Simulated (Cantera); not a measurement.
What does this Cantera script print?

```python
import numpy as np
import cantera as ct

gas_names = """
    C CN CO CO2 C2 CCN CNC C2N2 C2O C3 C3O2 C4 C4N2 C5 N NCO NO NO2 NO3 N2 N2O O O2 O3 Si SiC SiC2 SiN
    SiO SiO2 Si2 Si2C Si2N Si3
""".split()
cond_names = """
    C(gr) Si(cr) Si(L) SiC(b) SiO2(Lqz) SiO2(hqz) SiO2(L) Si2N2O(s) Si3N4(a)
""".split()


# ... load() reads the species with a 1 bar reference pressure and builds the phases ...
atoms = {
    'Si': {'Si': 1},
    'CO2': {'C': 1, 'O': 2},
    'N2': {'N': 2},
}
top_T = {'C(gr)': 4500, 'SiC(b)': 3050, 'Si2N2O(s)': 2100, 'Si3N4(a)': 2400}  # K; cautious upper limits of use, not melting points


# ... equilibrate(T, P, feed) seeds the gas with the atoms and calls Mixture.equilibrate('TP', solver="vcs", rtol=1e-11, max_steps=5000) ...
results = []
feed = {'Si': 1, 'CO2': 0.61, 'N2': 530}  # mol
P = 13332.2  # Pa
for T in [1300, 1375, 1450, 1525, 1600, 1675, 1750, 1825, 1900, 1975]:
    mix = equilibrate(T, P, feed)
    results.append((T, P, feed, dict(zip(mix.species_names, mix.species_moles))))
    x = sorted(zip(gas.X, gas.species_names), reverse=True)
    print(f"T = {T:g} K  P = {P:g} Pa  gas = {mix.phase_moles(0):.4g} mol")
    print("   x: " + "  ".join(f"{s} {v:.3e}" for v, s in x if v > 1e-06))
    print("   condensed (mol): " + ("  ".join(f"{mix.phase(i).name} {mix.phase_moles(i):.4g}"
          for i in range(1, mix.n_phases) if mix.phase_moles(i) > 1e-12) or "none"))
```

Result:

```
T = 1300 K  P = 13332.2 Pa  gas = 530.1 mol
   x: N2 9.988e-01  CO 1.150e-03
   condensed (mol): SiO2(hqz) 0.07327  Si2N2O(s) 0.4633
T = 1375 K  P = 13332.2 Pa  gas = 530.1 mol
   x: N2 9.988e-01  CO 1.150e-03
   condensed (mol): SiO2(hqz) 0.07313  Si2N2O(s) 0.4632
T = 1450 K  P = 13332.2 Pa  gas = 530.2 mol
   x: N2 9.988e-01  CO 1.150e-03  SiO 8.160e-06
   condensed (mol): SiO2(hqz) 0.07183  Si2N2O(s) 0.4619
T = 1525 K  P = 13332.2 Pa  gas = 530.2 mol
   x: N2 9.988e-01  CO 1.150e-03  SiO 6.315e-05
   condensed (mol): SiO2(hqz) 0.06211  Si2N2O(s) 0.4522
T = 1600 K  P = 13332.2 Pa  gas = 530.4 mol
   x: N2 9.984e-01  CO 1.150e-03  SiO 4.014e-04
   condensed (mol): SiO2(hqz) 0.002305  Si2N2O(s) 0.3924
T = 1675 K  P = 13332.2 Pa  gas = 530.4 mol
   x: N2 9.984e-01  CO 1.150e-03  SiO 4.148e-04
   condensed (mol): Si2N2O(s) 0.39
T = 1750 K  P = 13332.2 Pa  gas = 530.4 mol
   x: N2 9.984e-01  CO 1.150e-03  SiO 4.158e-04
   condensed (mol): Si2N2O(s) 0.3894
T = 1825 K  P = 13332.2 Pa  gas = 531 mol
   x: N2 9.977e-01  SiO 1.149e-03  CO 1.149e-03  Si 7.298e-06  SiN 1.096e-06
   condensed (mol): Si3N4(a) 0.1284
T = 1900 K  P = 13332.2 Pa  gas = 531 mol
   x: N2 9.976e-01  SiO 1.208e-03  CO 1.090e-03  Si 4.330e-05  SiN 5.286e-06  Si2N 3.502e-06
   condensed (mol): SiC(b) 0.03083  Si3N4(a) 0.09912
T = 1975 K  P = 13332.2 Pa  gas = 531.3 mol
   x: N2 9.975e-01  SiO 1.408e-03  CO 8.886e-04  Si 1.626e-04  SiN 1.640e-05  Si2N 1.478e-05  Si2C 4.004e-06  Si2 1.063e-06
   condensed (mol): SiC(b) 0.1357
```

Equilibrium computed with Cantera from the NASA thermochemical tables; the gas is ideal and each condensed phase is pure. N2 is the only nitrogen source here; it is nearly inert below about 1500 K, so the nitride shown seldom forms there in practice. Mutual solubility and eutectic melting of coexisting phases are not modelled. The tables' values for SiN are old estimates; treat these amounts as uncertain. The tables hold silica as quartz up to 1696 K and as liquid above; real silica turns to tridymite and cristobalite and melts near 1996 K.
